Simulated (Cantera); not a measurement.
Charge: 1 mol Si2Cl6, 0.11 mol NH3, equilibrated at 1048 K and 0.133 bar.

Method: chemical equilibrium by Gibbs-energy minimisation in Cantera with the NASA 1993 tables (ideal gas, pure condensed phases). Candidate condensed phases: NH4Cl, Si, Si3N4; 28 gas species. The feed counts by its element totals alone. Mutual solubility and eutectic melting of coexisting phases are not modelled. The tables' values for SiCl3 are old estimates; treat these amounts as uncertain. Rates play no part.

Base state: SiCl4 0.852, H2 0.0696, SiHCl3 0.0456, SiCl3 0.0148, HCl 0.0133, SiCl2 0.00473, SiH2Cl2 0.000278 (mole fractions); condensed: Si(s) + Si3N4(s).

Q: What changes in the equilibrium state with this change: NH3 from 0.11 to 1.2 mol?

A: 
```tsv
species	before	after
HCl	0.0133	0.349
SiCl4	0.852	0.318
H2	0.0696	0.314
N2	<1e-9	0.0150
SiCl3	0.0148	0.000449
SiHCl3	0.0456	0.00293
SiCl2	0.00473	1.16e-5
SiH2Cl2	0.000278	3.06e-6
Si(s), mol	0.394	0
Si3N4(s), mol	0.0275	0.273
```
